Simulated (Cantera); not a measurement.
A freely propagating, adiabatic, planar premixed flame of C₂H₆ : O₂ : N₂ : H₂O = 1 : 2.69 : 10.1 : 2 (molar parts), equivalence ratio 1.3, unburnt at 500 K and 0.160 bar; mixture-averaged transport, grid criteria slope 0.08 and curve 0.16, no radiation.

Cantera simulation using GRI-Mech 3.0 (53 species, 325 reactions); the numbers are that mechanism's predictions, not measurements. Burning velocities carry a grid error of a few per cent, more on coarse grids.

Task: How do the results move with these cheaper or finer settings: unity-Lewis-number transport; multicomponent transport; multicomponent+Soret transport; grid criteria slope 0.5, curve 1; grid criteria slope 0.25, curve 0.5; grid criteria slope 0.03, curve 0.06?

Result: 
```csv
setting,laminar burning velocity,thermal thickness,peak x(H),peak x(C₂H),grid points
as above,82.2 cm/s,2.19 mm,0.0128,2.53e-6,144
unity-Lewis-number transport,51.8 cm/s,2.98 mm,0.0162,1.66e-6,147
multicomponent transport,82.7 cm/s,2.23 mm,0.0129,2.54e-6,144
multicomponent+Soret transport,82.5 cm/s,2.20 mm,0.0130,2.52e-6,144
"grid criteria slope 0.5, curve 1",89.4 cm/s,2.49 mm,0.0135,2.47e-6,45
"grid criteria slope 0.25, curve 0.5",83.5 cm/s,2.30 mm,0.0130,2.50e-6,73
"grid criteria slope 0.03, curve 0.06",81.0 cm/s,2.18 mm,0.0127,2.51e-6,367
```
The base run took about 12 core-seconds (a rough figure).
Unity Lewis numbers drop preferential diffusion, which matters most where H2 and H carry the flame; Soret adds thermal diffusion.
